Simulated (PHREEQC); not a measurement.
Make-up at 20 °C: 0.02 mol H2SO4, 5.6e-07 mol H4SiO4 and 5.4e-06 mol CO2 per kg of water. Closed to the air; pH follows from the charge balance.

Computed with PHREEQC (Pitzer model, pitzer.dat).

The ionic strength comes out as 0.0392 mol/kgw. What activity coefficients do HSO4-, H+, SO4-2 get?

HSO4- 0.84, H+ 0.83, SO4-2 0.45. Single-ion values are on the MacInnes scale.

No solid was allowed to form.
